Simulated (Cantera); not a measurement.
**Equilibrium for chlorosilane synthesis and conversion: SiCl₄ + Cl₂ + H₂**

Feed: 1 mol SiCl₄, 2 mol Cl₂, a varied amount of H₂, at 427 °C and 13300 Pa.

These are equilibrium values from Cantera (NASA tables, ideal gas, pure condensed phases), not measurements of a reactor. Candidate condensed phases: Si; 19 gas species. Kinetics and transport are ignored.

```
n(H₂) (mol)    x H₂  x HCl  x SiCl₄   x Cl₂  x SiHCl₃
-----------  ------  -----  -------  ------  --------
1.8          <1e-12  0.750    0.208  0.0417    <1e-12
2.6           0.107  0.714    0.179  <1e-12   5.47e-6
3.9           0.275  0.580    0.145  <1e-12   1.41e-5
5.7           0.425  0.460    0.115  <1e-12   2.17e-5
8.3           0.557  0.354   0.0885  <1e-12   2.85e-5
12            0.667  0.267   0.0666  <1e-12   3.40e-5
18            0.762  0.191   0.0476  <1e-12   3.89e-5
```
x: gas mole fraction; nothing condenses.

From 1.8 mol H₂ to 18 mol H₂ nothing is condensed. The main Si-bearing gas is SiCl₄ throughout.
